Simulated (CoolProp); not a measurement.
Saturated liquid density (kg/m³) of hexamethyldisiloxane (MM): the reference equation beside estimates from Tc = 518.7 K, pc = 19.31 bar, ω = 0.418. Rackett uses Z = 0.29056 − 0.08775 ω.

Model: reference Helmholtz-energy equation of state, Thol 2016, in CoolProp.

| T (K) | reference | Rackett | van der Waals | Redlich-Kwong | Soave-Redlich-Kwong | Peng-Robinson |
|---|---|---|---|---|---|---|
| 398.7 | 643.3 | 706.0 | 388.4 | 554.0 | 596.8 | 676.6 |
| 404.4 | 635.7 | 697.3 | 383.7 | 545.7 | 588.5 | 667.4 |
| 410.1 | 628.0 | 688.4 | 378.9 | 537.1 | 579.9 | 657.7 |
| 415.7 | 620.2 | 679.4 | … | 528.4 | 571.1 | 647.9 |
| 421.4 | 612.1 | 670.0 | 369.0 | 519.2 | 561.7 | 637.4 |
| 427.1 | 603.7 | 660.3 | 363.8 | 509.8 | 552.0 | 626.5 |
| 432.7 | 595.3 | 650.5 | 358.5 | 500.2 | 542.1 | 615.3 |
| 438.4 | 586.4 | 640.2 | 352.9 | 490.2 | 531.5 | 603.3 |
| 444.1 | 577.2 | 629.6 | 347.1 | … | 520.4 | 590.7 |
| 449.7 | 567.8 | 618.8 | 341.2 | 469.1 | 509.0 | 577.6 |
| 455.4 | … | 607.3 | 334.9 | 457.8 | 496.7 | 563.6 |
| 461.1 | 547.3 | 595.3 | 328.3 | 446.0 | 483.8 | 548.7 |
| 466.7 | 536.5 | 582.8 | 321.5 | 433.8 | 470.4 | 533.2 |
| 472.4 | 524.9 | 569.5 | 314.2 | 420.8 | 455.9 | 516.4 |
| 478.1 | 512.4 | 555.2 | 306.4 | 407.0 | 440.3 | 498.2 |

Q: Complete the blanks.

A: 
- 415.7, van der Waals: 374.1
- 444.1, Redlich-Kwong: 479.7
- 455.4, reference: 557.8

Absolute difference from the reference over all 15 rows, mean and median: Rackett 9.1 and 9.2 %, van der Waals 39.9 and 39.8 %, Redlich-Kwong 16.7 and 16.4 %, Soave-Redlich-Kwong 9.8 and 9.4 %, Peng-Robinson 2.9 and 2.9 %.
